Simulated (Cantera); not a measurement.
Feed: 1 mol SiH2Cl2, 0.054 mol Cl2, 110 mol H2, equilibrated at 1073 K and 101000 Pa.

Method: chemical equilibrium by Gibbs-energy minimisation in Cantera with the NASA 1993 tables (ideal gas, pure condensed phases). Candidate condensed phases: Si; 19 gas species. The tables' values for SiCl3 are old estimates; treat these amounts as uncertain. The numbers say what is thermodynamically allowed, not how fast it happens.

Base state: H2 0.989, HCl 0.00699, SiHCl3 0.00200, SiCl4 0.00115, SiH2Cl2 0.000405, SiCl2 9.62e-5, SiCl3 8.33e-5, SiH3Cl 2.15e-5 (mole fractions); condensed: Si(s).

### Question
What changes in the equilibrium state with this change: pressure from 101000 Pa to 10000 Pa?

### Answer
```tsv
species	before	after
H2	0.989	0.986
HCl	0.00699	0.0116
SiHCl3	0.00200	0.000901
SiH3Cl	2.15e-5	3.51e-6
SiH2Cl2	0.000405	0.000110
SiCl2	9.62e-5	0.000265
SiCl3	8.33e-5	0.000120
Si(s), mol	0.580	0.747
```

### Question
What changes in the equilibrium state with this change: Cl2 from 0.054 to 0.44 mol?

### Answer
```
species      before     after
----------  -------  --------
H2            0.989     0.987
HCl         0.00699   0.00789
SiHCl3      0.00200   0.00289
SiCl4       0.00115   0.00188
SiCl3       8.33e-5  0.000120
Si(s), mol    0.580     0.379
```
